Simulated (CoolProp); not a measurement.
Ammonia along the isotherm 358.9 K: density (kg/m³) from the reference equation and from simpler models built on Tc = 405.6 K, pc = 11360 kPa, ω = 0.256; each cubic takes its own stable root.

Computed with CoolProp (reference Helmholtz-energy equation of state, Gao 2020).

| p (kPa) | phase | reference |
|---|---|---|
| 180 | gas | 1.037 |
| 409 | gas | 2.385 |
| 931 | gas | 5.588 |
| 2120 | gas | 13.73 |
| 4820 | liquid | 493.3 |
| 11000 | liquid | 509.4 |
| 25000 | liquid | 534.9 |
| 56800 | liquid | 572.0 |

### Question
How far does each simpler model (van der Waals, Soave-Redlich-Kwong) lie from the reference over these 8 states: mean and median of the absolute difference, and the worst?

### Answer
- van der Waals: mean 28.6 %, median 22.6 %, worst -93.0 % at 358.9 K and 4820 kPa
- Soave-Redlich-Kwong: mean 11.4 %, median 11.0 %, worst -24.1 % at 358.9 K and 4820 kPa

At some of these states van der Waals gives the other phase, because its saturation line lies elsewhere.
